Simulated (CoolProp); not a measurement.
A single-stage vapour-compression cycle with isobutene: evaporating at 277.15 K (dew point), condensing at 306.15 K (bubble point), superheat 10 K, subcooling 0 K, compressor efficiency 0.75, no pressure losses. Each further row changes one setting.

The numbers come from the reference Helmholtz-energy equation of state, Lemmon 2005 in CoolProp. It is a short technical equation, of lower accuracy than the large ones.

```
case                              cooling COP  pressure ratio  discharge temperature (K)  refrigerating effect (kJ/kg)  volumetric capacity (kJ/m³)
--------------------------------  -----------  --------------  -------------------------  ----------------------------  ---------------------------
as stated                                6.41            2.52                      323.0                           329                         1240
evaporating temperature 282.15 K         8.03            2.12                      321.5                           336                         1490
condensing temperature 301.15 K          7.91            2.18                      317.3                           341                         1290
subcooling 5 K                           6.64            2.52                      323.0                           341                         1290
superheat 20 K                           6.45            2.52                      333.1                           345                         1250
compressor efficiency 0.65               5.55            2.52                      327.3                           329                         1240
```
